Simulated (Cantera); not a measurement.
Cantera run, input and output.

```python
import numpy as np
import cantera as ct

gas = ct.Solution("gri30.yaml")
gas.TPX = 1800, 1000000, {'CH4': 1, 'O2': 1.54, 'N2': 14.6}
reactor = ct.IdealGasReactor(gas, energy="on", clone=False)
net = ct.ReactorNet([reactor])
net.rtol, net.atol = 1e-08, 1e-16
show = ['CH4', 'O2', 'C2H6', 'HCN', 'C2H', 'HCO']
times = np.geomspace(3e-06, 0.2, 14)

steps = ct.SolutionArray(gas, extra=["t"])
rows = []
print(f"{'t/s':>10s}{'T/K':>9s}{'P/Pa':>11s}" + "".join(f"{s:>11s}" for s in show))
for t in times:
    while net.time < t:
        t_next = net.step()
        steps.append(gas.state, t=t_next)
    rows.append([np.interp(t, steps.t, y) for y in (steps.T, steps.P, *steps(*show).X.T)])
    print(f"{t:10.3e}{rows[-1][0]:9.1f}{rows[-1][1]:11.4g}" + "".join(f"{x:11.3e}" for x in rows[-1][2:]))
rate = np.gradient(steps.T, steps.t)
print("integrator steps:", len(steps.t))
if steps.T.max() > steps.T[0] + 200:
    print(f"time of steepest temperature rise: {steps.t[rate.argmax()]:.4e} s")
gas.TPX = 1800, 1000000, {'CH4': 1, 'O2': 1.54, 'N2': 14.6}
gas.equilibrate("UV")
print(f"equilibrium (UV): T = {gas.T:.1f} K  " + "  ".join(f"{s} {gas[s].X[0]:.3e}" for s in show))
```

Result:

```
       t/s      T/K       P/Pa        CH4         O2       C2H6        HCN        C2H        HCO
 3.000e-06   1799.4  9.997e+05  5.814e-02  8.979e-02  3.835e-06  8.449e-13  5.446e-15  4.313e-09
 7.050e-06   1799.5  9.999e+05  5.759e-02  8.957e-02  5.456e-05  7.091e-12  6.755e-13  5.306e-08
 1.657e-05   1809.6  1.006e+06  5.433e-02  8.792e-02  4.969e-04  1.387e-10  1.644e-10  7.381e-07
 3.893e-05   2716.7  1.564e+06  3.659e-13  1.922e-03  8.123e-25  4.588e-09  1.485e-17  3.081e-07
 9.150e-05   2793.6  1.601e+06  8.493e-13  5.711e-04  1.735e-24  1.568e-08  2.609e-17  1.507e-07
 2.150e-04   2789.4  1.599e+06  8.978e-13  5.378e-04  1.907e-24  2.391e-08  2.670e-17  1.508e-07
 5.053e-04   2785.2  1.596e+06  9.460e-13  5.079e-04  2.086e-24  3.210e-08  2.725e-17  1.510e-07
 1.187e-03   2784.0  1.596e+06  9.596e-13  4.999e-04  2.138e-24  3.440e-08  2.740e-17  1.510e-07
 2.790e-03   2784.0  1.596e+06  9.599e-13  4.997e-04  2.140e-24  3.446e-08  2.740e-17  1.510e-07
 6.558e-03   2784.0  1.596e+06  9.599e-13  4.997e-04  2.140e-24  3.446e-08  2.740e-17  1.510e-07
 1.541e-02   2784.0  1.596e+06  9.599e-13  4.997e-04  2.140e-24  3.446e-08  2.740e-17  1.510e-07
 3.622e-02   2784.0  1.596e+06  9.599e-13  4.997e-04  2.140e-24  3.446e-08  2.740e-17  1.510e-07
 8.511e-02   2784.0  1.596e+06  9.599e-13  4.997e-04  2.140e-24  3.446e-08  2.740e-17  1.510e-07
 2.000e-01   2784.0  1.596e+06  9.599e-13  4.997e-04  2.140e-24  3.446e-08  2.740e-17  1.510e-07
integrator steps: 1729
time of steepest temperature rise: 3.3475e-05 s
equilibrium (UV): T = 2784.0 K  CH4 1.111e-12  O2 4.997e-04  C2H6 2.721e-24  HCN 3.446e-08  C2H 2.931e-17  HCO 1.510e-07
```

Computed with Cantera and GRI-Mech 3.0 (53 species, 325 reactions).
